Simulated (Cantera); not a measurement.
An isothermal, constant-pressure homogeneous reactor starts with 31.6 % NH3, 68.4 % N2, at 1900 K and 0.0227 atm.

Cantera simulation using the gas-phase N/H chemistry of the illustrative SiF4/NH3 mechanism in the Surface Chemkin manual (1991); the numbers are that mechanism's predictions, not measurements. Walls and surfaces, which speed up NH3 decomposition in real reactors, are not modelled.

x: mole fraction; the columns are a selection and need not sum to one.

```
t (s)       x NH3   x N2     x NH2      x H2    x N2H2
--------  -------  -----  --------  --------  --------
2.00e-6     0.316  0.684   5.50e-8   6.08e-9    <1e-12
6.65e-6     0.316  0.684   2.18e-7   5.54e-8    <1e-12
2.21e-5     0.316  0.684   9.09e-7   3.69e-7    <1e-12
7.34e-5     0.316  0.684   3.41e-6   1.61e-6  1.43e-11
0.000244    0.316  0.684   1.17e-5   5.78e-6  3.35e-10
0.000810    0.316  0.684   3.94e-5   1.97e-5   5.15e-9
0.00269     0.316  0.684         …         …         …
0.00894     0.316  0.684  0.000410  0.000383   8.78e-7
0.0297      0.312  0.683  0.000708   0.00374   2.97e-6
0.0988      0.300  0.681  0.000638    0.0178   2.89e-6
0.328       0.264  0.676  0.000516    0.0594   2.35e-6
1.09        0.179  0.664  0.000361     0.156   1.34e-6
3.62       0.0646  0.649  0.000167     0.286   3.47e-7
12.0      0.00579  0.640   3.00e-5     0.353   1.83e-8
40.0            …  0.639         …     0.358  3.45e-12
```

Task: What belongs in the gaps?

Result: 
- 0.00269, x NH2: 0.000130
- 0.00269, x H2: 6.95e-5
- 0.00269, x N2H2: 7.24e-8
- 40.0, x NH3: 1.03e-5
- 40.0, x NH2: 2.46e-7
